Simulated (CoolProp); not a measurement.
R123 along the isobar 532 kPa: Z from the reference equation and from simpler models built on Tc = 456.8 K, pc = 3662 kPa, ω = 0.282; each cubic takes its own stable root.

Model: reference Helmholtz-energy equation of state, Younglove 1994, in CoolProp. It is a modified Benedict-Webb-Rubin equation, recast in Helmholtz form.

```
T (K)   phase  reference  van der Waals  Redlich-Kwong
-----  ------  ---------  -------------  -------------
239.4  liquid    0.02544            ___        0.02889
261    liquid    0.02409        0.04041        0.02738
282.6  liquid    0.02302        0.03855        0.02624
304.2  liquid    0.02219         0.8741        0.02543
325.8  liquid    0.02158         0.8946        0.02494
347.4  liquid    0.02119         0.9105         0.8821
369       gas        ___         0.9232         0.9022
390.5     gas        ___         0.9334         0.9177
412.1     gas     0.9238         0.9419            ___
433.7     gas     0.9371         0.9489         0.9401
455.3     gas     0.9475         0.9548         0.9483
476.9     gas     0.9559            ___         0.9551
498.5     gas     0.9627         0.9642         0.9608
```

Task: What belongs in the gaps?

Result: 
- 239.4, van der Waals: 0.04279
- 369, reference: 0.8829
- 390.5, reference: 0.9064
- 412.1, Redlich-Kwong: 0.9301
- 476.9, van der Waals: 0.9599

At some of these states van der Waals, Redlich-Kwong gives the other phase, because its saturation line lies elsewhere.
